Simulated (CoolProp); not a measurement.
A simple Rankine cycle with R141b: condensing at 294.15 K, boiler at 1.39 MPa, turbine inlet 410.5 K, turbine efficiency 0.65, pump efficiency 0.6, no recuperator. Each further row changes one setting.

Values from CoolProp's reference Helmholtz-energy equation of state, Lemmon 2006. It is a short technical equation, of lower accuracy than the large ones.

| case | thermal efficiency (%) | net work (kJ/kg) | heat in (kJ/kg) | turbine exit temperature (K) | volume ratio over the turbine |
|---|---|---|---|---|---|
| as stated | 14.2 | … | 302 | 333.5 | 21.2 |
| turbine inlet 430.5 K | 14.3 | 46.6 | 325 | … | … |
| condensing temperature 286.15 K | 15.1 | 47.2 | 312 | 327.8 | … |
| boiler pressure 0.973 MPa | … | 40.6 | 311 | 347.2 | 14.0 |
| turbine efficiency 0.55 | 11.9 | 36.1 | 302 | 341.9 | 21.7 |

Task: Some entries are withheld; supply them.

Result: 
- as stated, net work (kJ/kg): 42.9
- turbine inlet 430.5 K, turbine exit temperature (K): 355.8
- turbine inlet 430.5 K, volume ratio over the turbine: 20.5
- condensing temperature 286.15 K, volume ratio over the turbine: 28.7
- boiler pressure 0.973 MPa, thermal efficiency (%): 13.0
